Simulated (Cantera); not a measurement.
An isothermal, constant-pressure homogeneous reactor starts with N2O : N2 = 1 : 17 (molar parts), at 1048 K and 1.01 bar.

Cantera simulation using GRI-Mech 3.0 (53 species, 325 reactions); the numbers are that mechanism's predictions, not measurements. GRI-Mech 3.0 was tuned for natural gas; its chemistry of N2O as a main component is partial and can be far from experiment. The mechanism lacks 2 NO + O2 → 2 NO2 and HONO, so NO2 and the effect of NO are under-described below about 1400 K.

Predict: x(N2O) at 20.0 s; x(NO2) at 20.0 s; x(O2) at 20.0 s; x(NO) at 20.0 s; x(O) at 20.0 s; x(N2) at 20.0 s.


```json
{
 "x(N2O) at 20.0 s": "0.0371 (gas-phase equilibrium 1.82e-9)",
 "x(NO2) at 20.0 s": "1.32e-5 (gas-phase equilibrium 2.92e-7)",
 "x(O2) at 20.0 s": "0.00855 (gas-phase equilibrium 0.0270)",
 "x(NO) at 20.0 s": "0.000859 (gas-phase equilibrium 2.07e-5)",
 "x(O) at 20.0 s": "8.09e-8 (gas-phase equilibrium 1.04e-10)",
 "x(N2) at 20.0 s": "0.954 (gas-phase equilibrium 0.973)"
}
```
